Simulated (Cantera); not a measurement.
Input: 1 mol Fe2O3, 3 mol HCl, at 0.133 bar.

These are equilibrium values from Cantera (NASA tables, ideal gas, pure condensed phases), not measurements of a reactor. Candidate condensed phases: Fe, FeCl2, FeCl3, FeO, Fe(OH)2, Fe(OH)3, Fe2O3, Fe3O4, H2O; 22 gas species. Kinetics and transport are ignored. All values below are at 1425 K.

Base state: HCl 0.740, H2O 0.124, FeCl2 0.0878, O2 0.0158, FeCl3 0.0156, Cl 0.00850, Cl2 0.00816, Fe2Cl4 7.30e-5 (mole fractions); condensed: Fe2O3(s).

Q: What changes in the equilibrium state with this change: 0.63 mol NH3 added?

A: 
```tsv
species	before	after
HCl	0.740	0.433
H2O	0.124	0.350
FeCl2	0.0878	0.135
N2	0	0.0740
O2	0.0158	6.33e-9
FeCl3	0.0156	0.000210
Cl2	0.00816	6.26e-7
ClO	1.06e-5	<1e-9
H2	1.78e-6	0.00792
HOCl	1.00e-5	3.72e-9
Cl	0.00850	7.44e-5
Fe2O3(s), mol	0.843	0
FeO(s), mol	0	1.16
Fe3O4(s), mol	0	0.0881
```
Mutual solubility and eutectic melting of coexisting phases are not modelled. The tables' stoichiometric FeO is somewhat more stable than real wüstite, so its field is too wide. FeO: taken at fixed stoichiometry. Further candidate phases: NH4Cl.
